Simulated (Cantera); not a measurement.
An adiabatic, constant-pressure homogeneous reactor starts with CO : H2 : O2 : N2 : H2O = 1 : 0.12 : 0.4 : 1.92 : 0.38 (molar parts), equivalence ratio 1.4, at 1425 K and 900 Torr. Integrator tolerance rtol = 1e-08.

Computed with Cantera and GRI-Mech 3.0 (53 species, 325 reactions).

**Question.** What does this change do: constant volume in place of constant pressure?

**Answer.** 
| quantity | before | after |
|---|---|---|
| time of steepest temperature rise | 42.8 µs | 43.4 µs |
| temperature at 2.00 s | 2626 K | 2754 K |
| equilibrium temperature | 2626 K | 2754 K |
| x(CO) at 2.00 s | 0.111 (gas-phase equilibrium 0.111) | 0.120 (gas-phase equilibrium 0.120) |
| x(H2) at 2.00 s | 0.0120 (gas-phase equilibrium 0.0120) | 0.0128 (gas-phase equilibrium 0.0128) |
| x(O2) at 2.00 s | 0.0102 (gas-phase equilibrium 0.0102) | 0.0136 (gas-phase equilibrium 0.0136) |
| x(H) at 2.00 s | 0.00428 (gas-phase equilibrium 0.00428) | 0.00542 (gas-phase equilibrium 0.00542) |
| x(NO) at 2.00 s | 0.00522 (gas-phase equilibrium 0.00522) | 0.00730 (gas-phase equilibrium 0.00730) |

**Question.** What does this change do: initial temperature 1425 to 1450 K?

**Answer.** 
```tsv
quantity	before	after
time of steepest temperature rise	42.8 µs	39.5 µs
temperature at 2.00 s	2626 K	2635 K
equilibrium temperature	2626 K	2635 K
x(CO) at 2.00 s	0.111 (gas-phase equilibrium 0.111)	0.112 (gas-phase equilibrium 0.112)
x(H2) at 2.00 s	0.0120 (gas-phase equilibrium 0.0120)	0.0121 (gas-phase equilibrium 0.0121)
x(O2) at 2.00 s	0.0102 (gas-phase equilibrium 0.0102)	0.0107 (gas-phase equilibrium 0.0107)
x(H) at 2.00 s	0.00428 (gas-phase equilibrium 0.00428)	0.00446 (gas-phase equilibrium 0.00446)
x(NO) at 2.00 s	0.00522 (gas-phase equilibrium 0.00522)	0.00542 (gas-phase equilibrium 0.00542)
```
